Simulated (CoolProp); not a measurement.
The numbers come from the reference Helmholtz-energy equation of state, Lemmon 2006 in CoolProp. It is a short technical equation, of lower accuracy than the large ones.

Task: For C2F6 (R116), give the phase and the Z, cv (kJ/(kg K)), isothermal compressibility (1/MPa), conductivity (mW/(m K)) at -55.85 °C and 0.101 MPa.

Result: 
- -55.85 °C and 0.101 MPa: gas; Z 0.969, cv 0.577, isothermal compressibility 10.2, conductivity 8.92

Thermal conductivity comes from a separate model (Huber 2003), an estimate that may be off by 10 % or more.
